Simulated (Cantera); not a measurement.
An adiabatic, constant-pressure homogeneous reactor starts with C3H8 : O2 : N2 : H2O = 1 : 8.47 : 41.5 : 5.9 (molar parts), at 1775 K and 3750 Torr.

Cantera simulation using GRI-Mech 3.0 (53 species, 325 reactions); the numbers are that mechanism's predictions, not measurements. GRI-Mech 3.0 was tuned for natural gas; its chemistry of propane as a main component is partial and can be far from experiment.

x: mole fraction; the columns are a selection and need not sum to one.

```tsv
t (s)	T (K)	x C3H8	x O2	x H2O	x HCN	x H2	x HO2	x CH2
4.00e-6	1941	3.62e-5	0.112	0.125	3.67e-7	0.0161	0.000360	6.84e-5
9.16e-6	2306	<1e-12	[?]	0.148	[?]	[?]	[?]	1.07e-12
2.10e-5	2480	<1e-12	0.0606	0.157	1.09e-11	0.00415	1.34e-5	<1e-12
4.80e-5	2545	<1e-12	0.0594	0.161	8.72e-12	0.00246	1.20e-5	<1e-12
0.000110	2551	<1e-12	0.0591	0.162	8.50e-12	0.00228	1.20e-5	<1e-12
0.000252	2551	<1e-12	0.0589	0.162	9.15e-12	0.00227	1.19e-5	<1e-12
0.000577	2549	<1e-12	0.0585	0.162	1.05e-11	0.00227	1.18e-5	<1e-12
0.00132	2546	<1e-12	0.0576	0.162	1.32e-11	0.00226	1.16e-5	<1e-12
0.00303	2541	<1e-12	0.0561	0.162	1.72e-11	0.00223	1.12e-5	<1e-12
0.00693	2536	<1e-12	0.0544	0.162	2.09e-11	0.00221	1.08e-5	<1e-12
0.0159	2533	<1e-12	0.0537	0.163	2.24e-11	0.00220	1.07e-5	<1e-12
0.0364	2533	<1e-12	0.0536	0.163	2.25e-11	0.00220	1.07e-5	<1e-12
0.0833	2533	<1e-12	0.0536	0.163	2.25e-11	0.00220	1.07e-5	<1e-12
0.191	2533	<1e-12	0.0536	0.163	2.25e-11	0.00220	1.07e-5	<1e-12
0.437	2533	<1e-12	0.0536	0.163	2.25e-11	0.00220	1.07e-5	<1e-12
1.00	2533	<1e-12	0.0536	0.163	2.25e-11	0.00220	1.07e-5	<1e-12
```

Q: Complete the blanks.

A: 
- 9.16e-6, x O2: 0.0655
- 9.16e-6, x HCN: 2.36e-9
- 9.16e-6, x H2: 0.00779
- 9.16e-6, x HO2: 2.57e-5
